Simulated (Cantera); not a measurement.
Source: NASA polynomial tables (part measured, part estimated), evaluated in Cantera. Values are per mole of reaction as written; species without (g) are pure solids or liquids, kept so even where they would boil at 1 bar. The tables' values for SiF2 are old estimates.

N2(g) + 3 SiF2(g) ⇌ 3 Si + 2 NF3(g)

```
T (K)  ΔH° (kJ)  ΔS° (J/K)  ΔG° (kJ)  log10 K  condensed phases
-----  --------  ---------  --------  -------  ----------------
973      1519.0     -354.1    1863.6  -100.04             Si(s)
1173          …          …         …        …             Si(s)
1373     1535.9     -339.7    2002.2   -76.17             Si(s)
1573          …          …         …        …             Si(s)
1773     1705.1     -238.6    2128.2   -62.70             Si(l)
1973          …          …         …        …             Si(l)
2173     1723.0     -229.5    2221.8   -53.41             Si(l)
```

Problem. Complete the blanks.

Solution. 
- 1173, ΔH° (kJ): 1527.1
- 1173, ΔS° (J/K): -346.5
- 1173, ΔG° (kJ): 1933.6
- 1173, log10 K: -86.10
- 1573, ΔH° (kJ): 1545.2
- 1573, ΔS° (J/K): -333.4
- 1573, ΔG° (kJ): 2069.5
- 1573, log10 K: -68.72
- 1973, ΔH° (kJ): 1714.0
- 1973, ΔS° (J/K): -233.9
- 1973, ΔG° (kJ): 2175.5
- 1973, log10 K: -57.59
